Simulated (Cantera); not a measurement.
## Boron, boron nitride and boron oxide: B₂O₃ + N₂ + H₂

Feed: 1 mol B₂O₃, 1.3 mol N₂, 150 mol H₂, equilibrated at 13.3 mbar.

Cantera equilibrium calculation (NASA polynomials, part measured and part estimated; ideal gas, pure solids and liquids). Candidate condensed phases: B, BN, B₂O₃, B₃O₃H₃, H₂O; 39 gas species. Rates play no part.

```json
[
 {"T (K)": "1873", "x H₂": "0.972", "x H": "0.00551", "x N₂": "0.00851", "x HBO": "0.00685", "x BO": "0.000639", "x H₂O": "0.00194", "x HBO₂": "0.00393", "x B₂O₃": "0.000674"},
 {"T (K)": "1948", "x H₂": "0.967", "x H": "0.00962", "x N₂": "0.00849", "x HBO": "0.00697", "x BO": "0.00106", "x H₂O": "0.00233", "x HBO₂": "0.00364", "x B₂O₃": "0.000546"},
 {"T (K)": "2023", "x H₂": "0.960", "x H": "0.0161", "x N₂": "0.00846", "x HBO": "0.00693", "x BO": "0.00165", "x H₂O": "0.00276", "x HBO₂": "0.00331", "x B₂O₃": "0.000430"},
 {"T (K)": "2098", "x H₂": "0.950", "x H": "0.0260", "x N₂": "0.00841", "x HBO": "0.00670", "x BO": "0.00243", "x H₂O": "0.00319", "x HBO₂": "0.00293", "x B₂O₃": "0.000326"},
 {"T (K)": "2173", "x H₂": "0.935", "x H": "0.0404", "x N₂": "0.00835", "x HBO": "0.00628", "x BO": "0.00337", "x H₂O": "0.00363", "x HBO₂": "0.00252", "x B₂O₃": "0.000236"},
 {"T (K)": "2248", "x H₂": "0.914", "x H": "0.0608", "x N₂": "0.00826", "x HBO": "0.00569", "x BO": "0.00442", "x H₂O": "0.00402", "x HBO₂": "0.00210", "x B₂O₃": "0.000162"},
 {"T (K)": "2323", "x H₂": "0.886", "x H": "0.0888", "x N₂": "0.00813", "x HBO": "0.00498", "x BO": "0.00550", "x H₂O": "0.00436", "x HBO₂": "0.00168", "x B₂O₃": "0.000106"},
 {"T (K)": "2398", "x H₂": "0.849", "x H": "0.126", "x N₂": "0.00797", "x HBO": "0.00422", "x BO": "0.00650", "x H₂O": "0.00459", "x HBO₂": "0.00130", "x B₂O₃": "6.50e-5"}
]
```
x: gas mole fraction; nothing condenses.

From 1873 K to 2398 K nothing is condensed. The main B-bearing gas is HBO at 1873 K and BO at 2398 K.
